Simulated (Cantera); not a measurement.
Charge: 1 mol SiC, 1.6 mol N2, 0.31 mol C, held at 1300 °C and 1 atm.

Equilibrium computed with Cantera from the NASA thermochemical tables; the gas is ideal and each condensed phase is pure. Candidate condensed phases: C, Si, SiC, Si3N4; 20 gas species. Equilibrium is a limit: real reactors are often held back by kinetics, nucleation or transport.

Base state: N2 1.00 (mole fractions); condensed: C(graphite) + Si3N4(s).

Question: What changes in the equilibrium state with this change: temperature from 1300 °C to 2052 °C?

Answer: 
```csv
species,before,after
N2,1.00,1.000
Si,<1e-9,0.000176
SiC2,<1e-9,2.65e-5
SiN,<1e-9,2.37e-5
CN,<1e-9,2.14e-5
Si2C,<1e-9,1.55e-5
C2N2,1.11e-8,2.51e-5
"C(graphite), mol",1.31,0.310
"Si3N4(s), mol",0.333,0
"SiC(s), mol",0,1.000
```
The tables' values for SiN are old estimates; treat these amounts as uncertain.
